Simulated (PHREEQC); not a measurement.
**Brine: an equilibrium model**

Consider water at 25 °C with 0.17 mol/kgw Na2CO3, 0.0019 mol/kgw NaHCO3 and 3.7e-05 mol/kgw NaCl. Closed to the air; pH follows from the charge balance.

Model: ion-association model, phreeqc.dat, run in PHREEQC.

Each row changes one thing in this solution. No solid was allowed to form.

```json
[
 {"case": "as made", "pH": "11.18", "ionic strength (mol/kgw)": "0.325", "Na+ (mol/kgw)": "0.249", "NaCO3- (mol/kgw)": "0.0921", "CO3-2 (mol/kgw)": "0.0756", "HCO3- (mol/kgw)": "0.00392", "SI of Halite (NaCl)": "-6.91"},
 {"case": "diluted 2-fold with water", "pH": "(withheld)", "ionic strength (mol/kgw)": "0.180", "Na+ (mol/kgw)": "0.134", "NaCO3- (mol/kgw)": "(withheld)", "CO3-2 (mol/kgw)": "0.0460", "HCO3- (mol/kgw)": "0.00288", "SI of Halite (NaCl)": "-7.44"},
 {"case": "diluted 100-fold with water", "pH": "(withheld)", "ionic strength (mol/kgw)": "0.00455", "Na+ (mol/kgw)": "0.00336", "NaCO3- (mol/kgw)": "(withheld)", "CO3-2 (mol/kgw)": "0.00118", "HCO3- (mol/kgw)": "0.000480", "SI of Halite (NaCl)": "-10.54"},
 {"case": "NaHCO3 left out", "pH": "11.31", "ionic strength (mol/kgw)": "0.324", "Na+ (mol/kgw)": "0.248", "NaCO3- (mol/kgw)": "0.0916", "CO3-2 (mol/kgw)": "0.0754", "HCO3- (mol/kgw)": "0.00289", "SI of Halite (NaCl)": "-6.91"},
 {"case": "Na2CO3 from 0.17 to 0.187 mol/kgw", "pH": "11.19", "ionic strength (mol/kgw)": "0.352", "Na+ (mol/kgw)": "0.272", "NaCO3- (mol/kgw)": "(withheld)", "CO3-2 (mol/kgw)": "0.0806", "HCO3- (mol/kgw)": "0.00398", "SI of Halite (NaCl)": "-6.88"}
]
```

**Question.** Complete the blanks.

**Answer.** 
- diluted 2-fold with water, pH: 11.16
- diluted 2-fold with water, NaCO3- (mol/kgw): 0.0369
- diluted 100-fold with water, pH: 10.63
- diluted 100-fold with water, NaCO3- (mol/kgw): 5.58e-5
- Na2CO3 from 0.17 to 0.187 mol/kgw, NaCO3- (mol/kgw): 0.104
